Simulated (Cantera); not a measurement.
Pyrogenic steam for wet oxidation

A perfectly stirred reactor is fed with H2 : O2 : N2 = 0.66 : 1 : 92 (molar parts), equivalence ratio 0.33, at 58000 Pa; it is held at 1100 K, and followed from long to short residence time.

Computed with Cantera and the H2/O2 subset of GRI-Mech 3.0, which has no nitrogen chemistry.

```json
[
 {"τ (s)": "10", "x H2": "1.14e-5", "x O2": "0.00718", "x H2O2": "1.55e-8", "x H": "2.57e-7", "x O": "1.87e-6", "x H2O": "0.00706"},
 {"τ (s)": "2.4", "x H2": "2.88e-5", "x O2": "0.00719", "x H2O2": "3.49e-8", "x H": "1.06e-6", "x O": "4.95e-6", "x H2O": "0.00704"},
 {"τ (s)": "0.54", "x H2": "7.20e-5", "x O2": "0.00720", "x H2O2": "7.29e-8", "x H": "4.63e-6", "x O": "1.31e-5", "x H2O": "0.00699"},
 {"τ (s)": "0.12", "x H2": "0.000172", "x O2": "0.00724", "x H2O2": "1.29e-7", "x H": "2.01e-5", "x O": "3.31e-5", "x H2O": "0.00687"},
 {"τ (s)": "0.028", "x H2": "0.000387", "x O2": "0.00734", "x H2O2": "1.86e-7", "x H": "7.96e-5", "x O": "7.57e-5", "x H2O": "0.00661"},
 {"τ (s)": "0.0064", "x H2": "0.000870", "x O2": "0.00758", "x H2O2": "2.24e-7", "x H": "0.000285", "x O": "0.000159", "x H2O": "0.00601"},
 {"τ (s)": "0.0014", "x H2": "0.00200", "x O2": "0.00818", "x H2O2": "2.26e-7", "x H": "0.000763", "x O": "0.000275", "x H2O": "0.00460"},
 {"τ (s)": "0.00033", "x H2": "0.00448", "x O2": "0.00945", "x H2O2": "1.53e-7", "x H": "0.000837", "x O": "0.000239", "x H2O": "0.00209"}
]
```
x: mole fraction; the columns are a selection and need not sum to one.
